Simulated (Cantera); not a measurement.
Feed: 1 mol SiH4, 0.043 mol C2H2, 4.9 mol H2, held at 0.100 bar.

These are equilibrium values from Cantera (NASA tables, ideal gas, pure condensed phases), not measurements of a reactor. Candidate condensed phases: C, C6H6, C7H8, C8H18, Si, SiC; 87 gas species. Mutual solubility and eutectic melting of coexisting phases are not modelled. Gases not in the tables: Si2H6 and higher silanes. The numbers say what is thermodynamically allowed, not how fast it happens.

log p: log10 of the partial pressure in bar; n: condensed amount in mol.

| T (K) | log p H2 | log p H | log p Si | log p SiH | n Si(l) | n SiC(s) |
|---|---|---|---|---|---|---|
| 1900 | -1.00 | -3.60 | -4.90 | -5.46 | 0.912 | 0.0860 |
| 1950 | -1.00 | -3.44 | -4.62 | -5.24 | 0.911 | 0.0859 |
| 2000 | -1.00 | -3.29 | -4.36 | -5.03 | 0.909 | 0.0859 |
| 2050 | -1.00 | -3.15 | -4.11 | -4.83 | 0.906 | 0.0857 |
| 2100 | -1.01 | ___ | ___ | ___ | 0.901 | 0.0855 |
| 2150 | -1.01 | ___ | ___ | ___ | 0.893 | 0.0850 |
| 2200 | -1.01 | -2.75 | -3.43 | -4.29 | 0.880 | 0.0840 |

Question: What belongs in the gaps?

Answer: 
- 2150, log p H: -2.88
- 2150, log p Si: -3.65
- 2150, log p SiH: -4.46
- 2100, log p H: -3.01
- 2100, log p Si: -3.87
- 2100, log p SiH: -4.64
